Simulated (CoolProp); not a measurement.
Saturation properties of nitrous oxide.

Model: reference Helmholtz-energy equation of state, Lemmon 2006, in CoolProp. It is a short technical equation, of lower accuracy than the large ones.

| T (°C) | p (bar) | liquid density (kg/m³) | vapour density (kg/m³) | enthalpy of vaporisation (kJ/kg) | liquid cp (kJ/(kg K)) |
|---|---|---|---|---|---|
| -61.25 | 4.071 | 1147 | 10.94 | 341.4 | 1.763 |
| -55.25 | 5.248 | 1127 | 13.92 | 333.3 | 1.781 |
| -49.35 | 6.640 | 1107 | 17.42 | 325.0 | 1.802 |
| -43.35 | 8.322 | 1087 | 21.67 | 316.2 | 1.828 |
| -37.45 | 10.26 | 1066 | 26.59 | 307.0 | 1.858 |
| -31.45 | 12.56 | 1043 | 32.48 | 297.1 | 1.894 |
| -25.45 | 15.22 | 1020 | 39.41 | 286.7 | 1.937 |
| -19.55 | 18.21 | 996.2 | 47.38 | 275.7 | 1.989 |
| -13.55 | 21.67 | 970.7 | 56.89 | 263.7 | 2.054 |

It boils at -88.5 °C under 1 atm.
